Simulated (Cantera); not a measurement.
**Adiabatic ignition**

An adiabatic, constant-volume homogeneous reactor starts with CO : H2 : O2 : N2 = 1 : 0.44 : 0.343 : 1.29 (molar parts), at 1375 K and 28.0 bar.

Model: GRI-Mech 3.0 (53 species, 325 reactions), integrated in Cantera. The hydrogen kinetics of GRI-Mech 3.0 are dated; newer H2 mechanisms differ, most at raised pressure. The pressure lies above the range GRI-Mech 3.0 was tuned for (to about 10 atm). Above 3000 K some thermodynamic fits are extrapolated.

```json
[
 {"t (s)": "1.00e-6", "T (K)": "1375", "P (bar)": "28.0", "x CO": "0.325", "x H2": "0.143", "x O2": "0.112", "x H2O2": "4.51e-7", "x H": "3.90e-6"},
 {"t (s)": "3.43e-6", "T (K)": "3129", "P (bar)": "57.4", "x CO": "0.248", "x H2": "0.0328", "x O2": "0.00268", "x H2O2": "1.06e-6", "x H": "0.00840"},
 {"t (s)": "1.17e-5", "T (K)": "3176", "P (bar)": "58.1", "x CO": "0.247", "x H2": "0.0329", "x O2": "0.00140", "x H2O2": "7.54e-7", "x H": "0.00630"},
 {"t (s)": "4.03e-5", "T (K)": "3166", "P (bar)": "57.9", "x CO": "0.248", "x H2": "0.0333", "x O2": "0.00129", "x H2O2": "7.13e-7", "x H": "0.00618"},
 {"t (s)": "0.000138", "T (K)": "3165", "P (bar)": "57.9", "x CO": "0.248", "x H2": "0.0333", "x O2": "0.00128", "x H2O2": "7.10e-7", "x H": "0.00617"},
 {"t (s)": "0.000473", "T (K)": "3165", "P (bar)": "57.9", "x CO": "0.248", "x H2": "0.0333", "x O2": "0.00128", "x H2O2": "7.10e-7", "x H": "0.00617"},
 {"t (s)": "0.00162", "T (K)": "3165", "P (bar)": "57.9", "x CO": "0.248", "x H2": "0.0333", "x O2": "0.00128", "x H2O2": "7.10e-7", "x H": "0.00617"},
 {"t (s)": "0.00555", "T (K)": "3165", "P (bar)": "57.9", "x CO": "0.248", "x H2": "0.0333", "x O2": "0.00128", "x H2O2": "7.10e-7", "x H": "0.00617"},
 {"t (s)": "0.0190", "T (K)": "3165", "P (bar)": "57.9", "x CO": "0.248", "x H2": "0.0333", "x O2": "0.00128", "x H2O2": "7.10e-7", "x H": "0.00617"},
 {"t (s)": "0.0652", "T (K)": "3165", "P (bar)": "57.9", "x CO": "0.248", "x H2": "0.0333", "x O2": "0.00128", "x H2O2": "7.10e-7", "x H": "0.00617"},
 {"t (s)": "0.224", "T (K)": "3165", "P (bar)": "57.9", "x CO": "0.248", "x H2": "0.0333", "x O2": "0.00128", "x H2O2": "7.10e-7", "x H": "0.00617"},
 {"t (s)": "0.766", "T (K)": "3165", "P (bar)": "57.9", "x CO": "0.248", "x H2": "0.0333", "x O2": "0.00128", "x H2O2": "7.10e-7", "x H": "0.00617"},
 {"t (s)": "2.63", "T (K)": "3165", "P (bar)": "57.9", "x CO": "0.248", "x H2": "0.0333", "x O2": "0.00128", "x H2O2": "7.10e-7", "x H": "0.00617"},
 {"t (s)": "9.00", "T (K)": "3165", "P (bar)": "57.9", "x CO": "0.248", "x H2": "0.0333", "x O2": "0.00128", "x H2O2": "7.10e-7", "x H": "0.00617"}
]
```
x: mole fraction; the columns are a selection and need not sum to one.

```yaml
time_of_steepest_temperature_rise: 2.83 µs
temperature at 9.00 s: 3165 K
equilibrium_temperature: 3165 K
x(CO) at 9.00 s: 0.248 (gas-phase equilibrium 0.248)
x(H2) at 9.00 s: 0.0333 (gas-phase equilibrium 0.0333)
x(O2) at 9.00 s: 0.00128 (gas-phase equilibrium 0.00128)
```
